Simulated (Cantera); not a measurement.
A perfectly stirred reactor is fed with 3.11 % CH4, 1.40 % C2H6, 0.137 % C3H8, 20.0 % O2, 75.2 % N2, 0.146 % H2, equivalence ratio 0.59, at 5.00 bar; it is adiabatic with a 525 K inlet, and is followed from long to short residence time, starting on the burning branch (τ in s: 0.11, 0.045, 0.019, 0.008, 0.0033, 0.0014, 0.00059, 0.00025, 0.0001, 4.4e-05, 1.8e-05, 7.7e-06).

Detailed kinetics in Cantera: GRI-Mech 3.0 (53 species, 325 reactions).

Task: Predict: blow-out, bracketed by the residence times tried; x(CH4) at τ = 0.110 s; x(C2H6) at τ = 0.110 s; x(C3H8) at τ = 0.110 s; x(CH2CO) at τ = 0.110 s; x(NO) at τ = 0.110 s; x(CH4) at τ = 0.590 ms; x(C2H6) at τ = 0.590 ms; x(C3H8) at τ = 0.590 ms; x(CH2CO) at τ = 0.590 ms; x(NO) at τ = 0.590 ms.

Result: 
| Property | Result |
|---|---|
| blow-out, bracketed by the residence times tried | burning at 0.100 ms, out at 44.0 µs |
| x(CH4) at τ = 0.110 s | 2.27e-6 |
| x(C2H6) at τ = 0.110 s | 1.94e-7 |
| x(C3H8) at τ = 0.110 s | 1.73e-8 |
| x(CH2CO) at τ = 0.110 s | 3.48e-7 |
| x(NO) at τ = 0.110 s | 3.42e-5 |
| x(CH4) at τ = 0.590 ms | 8.99e-5 |
| x(C2H6) at τ = 0.590 ms | 1.03e-5 |
| x(C3H8) at τ = 0.590 ms | 1.03e-6 |
| x(CH2CO) at τ = 0.590 ms | 1.77e-5 |
| x(NO) at τ = 0.590 ms | 8.57e-6 |
